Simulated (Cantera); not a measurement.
An adiabatic, constant-volume homogeneous reactor starts with 34.2 % H2, 13.2 % O2, 49.6 % N2, 2.94 % H2O, equivalence ratio 1.3, at 1400 K and 37000 Pa.

Detailed kinetics in Cantera: the H2/O2 subset of GRI-Mech 3.0, which has no nitrogen chemistry.

One state of this run: T (K) = 2865; P (bar) = 0.692; x H2 = 0.104; x O2 = 0.00757; x H2O = 0.267; x O = 0.00736; x H = 0.0401; x H2O2 = 2.71e-7; x HO2 = 4.04e-6. x: mole fraction; the columns are a selection and need not sum to one.

Question: Which value of t (s) does it belong to?
A) 6.84e-5
B) 0.000214
C) 7.00e-6
D) 0.000669

Answer: D, 0.000669
